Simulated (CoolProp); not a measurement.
A simple Rankine cycle with R113: condensing at 313.15 K, boiler at 0.976 MPa, turbine inlet 416.1 K, turbine efficiency 0.7, pump efficiency 0.8, no recuperator. Each further row changes one setting.

The numbers come from the reference Helmholtz-energy equation of state, Marx 1992 in CoolProp.

```tsv
case	thermal efficiency (%)	net work (kJ/kg)	heat in (kJ/kg)	turbine exit temperature (K)	volume ratio over the turbine
as stated	12.7	26.5	209	363.8	13.3
turbine inlet 436.1 K	12.6	28.5	226	384.5	12.9
condensing temperature 305.15 K	13.7	29.6	216	359.1	17.6
boiler pressure 0.683 MPa	11.2	23.9	213	373.8	8.82
turbine efficiency 0.6	10.8	22.6	209	369.2	13.5
```
